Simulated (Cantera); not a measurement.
A Cantera script and its output.

```python
import numpy as np
import cantera as ct

gas = ct.Solution("gri30.yaml")


def delay(T, t_max=10):
    gas.TPX = T, 500000, {'CO': 1, 'H2': 1.1, 'O2': 0.553, 'N2': 2.08}
    reactor = ct.IdealGasReactor(gas, clone=False)
    net = ct.ReactorNet([reactor])
    net.rtol, net.atol = 1e-8, 1e-16
    while net.time < t_max:
        t_old, T_old = net.time, reactor.T
        net.step()
        if reactor.T > T + 400:  # ignition: a rise of 400 K
            return t_old + (T + 400 - T_old) / (reactor.T - T_old) * (net.time - t_old)
    return np.nan


taus = []
for T in [1123, 1223, 1323, 1423, 1523, 1623, 1723, 1823, 1923, 2023]:
    taus.append(delay(T))
    print(f"T0 = {T:6g} K   tau = {taus[-1]:.4e} s")
```

Output:

```
T0 =   1123 K   tau = 7.0298e-05 s
T0 =   1223 K   tau = 1.3949e-05 s
T0 =   1323 K   tau = 6.8879e-06 s
T0 =   1423 K   tau = 4.3629e-06 s
T0 =   1523 K   tau = 3.1073e-06 s
T0 =   1623 K   tau = 2.3895e-06 s
T0 =   1723 K   tau = 1.9529e-06 s
T0 =   1823 K   tau = 1.6830e-06 s
T0 =   1923 K   tau = 1.5213e-06 s
T0 =   2023 K   tau = 1.4361e-06 s
```

Detailed kinetics in Cantera: GRI-Mech 3.0 (53 species, 325 reactions). The hydrogen kinetics of GRI-Mech 3.0 are dated; newer H2 mechanisms differ, most at raised pressure. Where the delays flatten at high temperature, the 400 K rule measures the pace of heat release, not the induction time.
